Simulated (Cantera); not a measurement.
A closed system holds: 1 mol HCl, 0.12 mol H2O, 13 mol N2, held at 3500 K and 0.0480 bar.

Equilibrium computed with Cantera from the NASA thermochemical tables; the gas is ideal and each condensed phase is pure. Candidate condensed phases: H2O, NH4Cl; 29 gas species. The numbers say what is thermodynamically allowed, not how fast it happens.

Base state: N2 0.847, H 0.0780, Cl 0.0642, O 0.00710, HCl 0.00104, N 0.000931, H2 0.000838, NO 0.000573 (mole fractions); condensed: gas only.

**Question.** What changes in the equilibrium state with this change: pressure from 0.0480 bar to 0.210 bar?

**Answer.** 
```
species    before     after
-------  --------  --------
N2          0.847     0.852
H          0.0780    0.0708
Cl         0.0642    0.0616
HCl       0.00104   0.00396
H2O       3.05e-6   4.24e-5
H2       0.000838   0.00302
OH       0.000131  0.000457
```

**Question.** What changes in the equilibrium state with this change: N2 from 13 to 1.3 mol?

**Answer.** 
```
species    before     after
-------  --------  --------
N2          0.847     0.366
H          0.0780     0.305
Cl         0.0642     0.265
HCl       0.00104    0.0168
H2       0.000838    0.0128
O         0.00710    0.0296
H2O       3.05e-6  0.000195
O2        9.95e-6  0.000173
OH       0.000131   0.00213
NO       0.000573   0.00157
```

**Question.** What changes in the equilibrium state with this change: H2O from 0.12 to 6.6 mol?

**Answer.** 
```tsv
species	before	after
N2	0.847	0.387
H	0.0780	0.370
O	0.00710	0.163
OH	0.000131	0.0143
H2	0.000838	0.0189
Cl	0.0642	0.0280
O2	9.95e-6	0.00527
H2O	3.05e-6	0.00158
NO	0.000573	0.00891
HCl	0.00104	0.00215
```
